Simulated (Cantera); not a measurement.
Input: 1 mol n-butane, 0.095 mol H₂O, 41 mol H₂, equilibrated at 0.00610 bar.

Cantera equilibrium calculation (NASA polynomials, part measured and part estimated; ideal gas, pure solids and liquids). Candidate condensed phases: C, C₆H₆, C₇H₈, C₈H₁₈, H₂O; 110 gas species. Equilibrium is a limit: real reactors are often held back by kinetics, nucleation or transport.

Over these rows the condensed part is C(graphite). Partial pressures as log10 of bar:

```tsv
T (K)	1000/T (1/K)	log p CH₄	log p H₂
725	1.3793	-3.75	-2.23
875	1.1429	?	-2.22
1025	0.9756	-5.57	-2.22
1175	0.8511	-6.15	-2.22
1325	0.7547	-6.60	-2.22
1475	0.6780	-6.97	-2.22
```

### Question
Fit log p(CH₄) = a + b·(1000/T) to the five rows, give the apparent enthalpy, and predict the row at 875 K.

### Answer
Means: 1000/T = 0.9277, log p = -5.808. Sxy = 1.394158, Sxx = 0.3043836, so b = 4.58 and a = -5.808 − (4.58)×0.9277 = -10.06.
Apparent enthalpy: −19.145 × (4.58) = -88 kJ/mol. With the condensed phases at unit activity, C(graphite) + 2 H₂(g) = CH₄(g) links this pressure to the main gases: over the six rows their terms move log p by +0.02 in all, so the slope is close to that reaction's ΔH°. The five rows lie within 0.02 of the line.
Prediction at 875 K: -10.06 + (4.58)×1.1429 = -4.83. The computed value is -4.79, 0.04 from the line.
